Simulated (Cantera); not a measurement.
Charge: 1 mol TiCl₄, 4.1 mol CH₄, equilibrated at 977 °C and 67.0 mbar.

Equilibrium computed with Cantera from the NASA thermochemical tables; the gas is ideal and each condensed phase is pure. Candidate condensed phases: C, C₆H₆, C₇H₈, C₈H₁₈, Ti, TiC, TiCl₂, TiCl₃, TiCl₄; 96 gas species. TiC: taken at fixed stoichiometry. Rates play no part.

Base state: H₂ 0.685, HCl 0.281, TiCl₄ 0.0224, TiCl₃ 0.0109, CH₄ 0.000346 (mole fractions); condensed: C(graphite) + TiC(s).

Task: What changes in the equilibrium state with this change: temperature from 977 °C to 1275 °C?

Result: 
| species | before | after |
|---|---|---|
| H₂ | 0.685 | 0.626 |
| HCl | 0.281 | 0.365 |
| TiCl₃ | 0.0109 | 0.00724 |
| TiCl₄ | 0.0224 | 0.00197 |
| Cl | 5.42e-7 | 4.38e-5 |
| H | 1.55e-6 | 9.43e-5 |
| TiCl₂ | 2.99e-6 | 6.28e-5 |
| CH₄ | 0.000346 | 5.38e-5 |
| C(graphite), mol | 3.43 | 3.19 |
| TiC(s), mol | 0.669 | 0.906 |
The tables' values for TiCl₂ are old estimates; treat these amounts as uncertain.

Task: What changes in the equilibrium state with this change: CH₄ from 4.1 to 0.14 mol?

Result: 
| species | before | after |
|---|---|---|
| TiCl₄ | 0.0224 | 0.565 |
| HCl | 0.281 | 0.225 |
| TiCl₃ | 0.0109 | 0.123 |
| H₂ | 0.685 | 0.0874 |
| CH₄ | 0.000346 | 5.62e-6 |
| TiCl₂ | 2.99e-6 | 1.50e-5 |
| C(graphite), mol | 3.43 | 0.104 |
| TiC(s), mol | 0.669 | 0.0356 |
The tables' values for TiCl₂ are old estimates; treat these amounts as uncertain.

Task: What changes in the equilibrium state with this change: pressure from 67.0 mbar to 7.30 mbar?

Result: 
| species | before | after |
|---|---|---|
| H₂ | 0.685 | 0.639 |
| HCl | 0.281 | 0.347 |
| TiCl₃ | 0.0109 | 0.00758 |
| TiCl₄ | 0.0224 | 0.00657 |
| CH₄ | 0.000346 | 3.27e-5 |
| C(graphite), mol | 3.43 | 3.24 |
| TiC(s), mol | 0.669 | 0.857 |
